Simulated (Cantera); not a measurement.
A Cantera script and its output.

```python
import numpy as np
import cantera as ct

gas = ct.Solution("h2o2.yaml")
gas.TPX = 350, 100000, {'H2': 1, 'O2': 0.385, 'N2': 1.73}
flame = ct.FreeFlame(gas, width=0.04)
flame.set_refine_criteria(ratio=3, slope=0.08, curve=0.16)
flame.transport_model = "mixture-averaged"
flame.solve(loglevel=0, auto=True)
flame.transport_model = "multicomponent"
flame.soret_enabled = False
flame.solve(loglevel=0, refine_grid=True)
z, T = flame.grid, flame.T
thick = (T[-1] - T[0]) / np.gradient(T, z).max()
show = ['H2', 'O2', 'H2O2', 'OH', 'O', 'H']
print(f"laminar burning velocity  {flame.velocity[0] * 100:.3f} cm/s")
print(f"burnt temperature         {T[-1]:.1f} K")
print(f"thermal thickness         {thick * 1e3:.4f} mm")
print(f"grid points               {len(z)}")
z0 = z[flame.heat_release_rate.argmax()]
print(f"{'z/mm':>9s}{'T/K':>9s}{'u/(m/s)':>9s}" + "".join(f"{s:>11s}" for s in show))
rows = []
for k in (-3, -2, -1.5, -1, -0.5, -0.25, 0, 0.25, 0.5, 1, 2, 4, 8):
    zz = z0 + k * thick
    rows.append([k * thick, np.interp(zz, z, T), np.interp(zz, z, flame.velocity),
                 *(np.interp(zz, z, flame.X[gas.species_index(s)]) for s in show)])
    print(f"{rows[-1][0] * 1e3:9.3f}{rows[-1][1]:9.1f}{rows[-1][2]:9.3f}" + "".join(f"{x:11.3e}" for x in rows[-1][3:]))
```

Output:

```
laminar burning velocity  298.073 cm/s
burnt temperature         2214.1 K
thermal thickness         0.3627 mm
grid points               115
     z/mm      T/K  u/(m/s)         H2         O2       H2O2         OH          O          H
   -1.088    350.0    2.981  3.210e-01  1.236e-01  4.568e-14  5.826e-16  1.782e-13  5.409e-17
   -0.725    350.0    2.981  3.210e-01  1.236e-01  6.495e-12  4.721e-14  1.266e-11  4.213e-15
   -0.544    350.0    2.981  3.210e-01  1.236e-01  1.438e-10  1.417e-12  1.739e-10  1.015e-13
   -0.363    350.1    2.981  3.208e-01  1.236e-01  6.322e-09  3.082e-10  4.144e-09  1.856e-11
   -0.181    362.1    3.064  3.161e-01  1.243e-01  5.415e-06  4.940e-06  8.726e-07  1.167e-06
   -0.091    592.9    4.884  2.857e-01  1.203e-01  9.443e-05  9.041e-04  1.038e-04  1.948e-03
    0.000   1041.4    8.300  2.097e-01  9.434e-02  1.529e-05  1.486e-03  1.795e-03  2.068e-02
    0.091   1369.8   10.748  1.242e-01  4.600e-02  2.941e-06  4.338e-03  5.319e-03  4.640e-02
    0.181   1541.0   12.017  8.479e-02  1.844e-02  1.950e-06  6.703e-03  5.713e-03  5.544e-02
    0.363   1695.0   13.116  7.409e-02  7.644e-03  1.092e-06  8.459e-03  4.690e-03  4.951e-02
    0.725   1836.0   14.081  7.597e-02  4.982e-03  5.490e-07  8.870e-03  3.352e-03  3.724e-02
    1.451   1963.7   14.927  7.748e-02  2.994e-03  2.756e-07  8.129e-03  2.011e-03  2.587e-02
    2.901   2063.7   15.571  7.823e-02  1.539e-03  1.456e-07  6.518e-03  1.021e-03  1.697e-02
```

Detailed kinetics in Cantera: the H2/O2 subset of GRI-Mech 3.0, which has no nitrogen chemistry. Burning velocities carry a grid error of a few per cent, more on coarse grids.
